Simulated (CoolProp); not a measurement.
A single-stage vapour-compression cycle with the fluid: evaporating at 213.15 K (dew point), condensing at 278.15 K (bubble point), superheat 2 K, subcooling 0 K, compressor efficiency 0.65, no pressure losses. The same conditions are run with several fluids, on thermodynamics alone (safety and materials aside).

Values from CoolProp's reference Helmholtz-energy equation of state of each fluid (hydrogen sulfide: Lemmon 2006; R13: Platzer 1990; hydrogen chloride: Thol 2018; nitrous oxide: Lemmon 2006; carbonyl sulfide: Lemmon 2006; R404A: Lemmon 2003). The equations of Platzer and Polt are older, rougher fits. Blends and air are pseudo-pure fits.

| fluid | cooling COP | pressure ratio | discharge temperature (K) | refrigerating effect (kJ/kg) | volumetric capacity (kJ/m³) |
|---|---|---|---|---|---|
| hydrogen sulfide | 1.57 | ___ | 477.2 | 416 | 833 |
| R13 | 1.26 | 7.97 | 324.8 | 69.9 | 1240 |
| hydrogen chloride | ___ | 8.44 | 476.3 | ___ | ___ |
| nitrous oxide | 1.38 | ___ | 402.5 | 214 | 2440 |
| carbonyl sulfide | 1.63 | 12.0 | ___ | 237 | ___ |
| R404A | 1.49 | 15.0 | ___ | 126 | 335 |

Q: What belongs in the gaps?

A: 
- hydrogen sulfide, pressure ratio: 11.6
- hydrogen chloride, cooling COP: 1.45
- hydrogen chloride, refrigerating effect (kJ/kg): 298
- hydrogen chloride, volumetric capacity (kJ/m³): 2260
- nitrous oxide, pressure ratio: 8.24
- carbonyl sulfide, discharge temperature (K): 426.8
- carbonyl sulfide, volumetric capacity (kJ/m³): 509
- R404A, discharge temperature (K): 327.4
